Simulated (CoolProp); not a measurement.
Toluene at several states: density (kg/m³) from the reference equation and from simpler models built on Tc = 591.7 K, pc = 4126 kPa, ω = 0.266; each cubic takes its own stable root.

Values from CoolProp's reference Helmholtz-energy equation of state, Lemmon 2006. It is a short technical equation, of lower accuracy than the large ones.

```tsv
T (K)	p (kPa)	phase	reference	van der Waals	Redlich-Kwong	Peng-Robinson
333.6	235	liquid	828.9	8.370	721.1	835.8
251.8	29.9	liquid	905.1	1.336	784.7	894.1
566.1	96.3	gas	1.904	1.900	1.902	1.905
219.3	10.7	liquid	935.3	0.5446	806.0	912.8
```

At some of these states van der Waals gives the other phase, because its saturation line lies elsewhere.
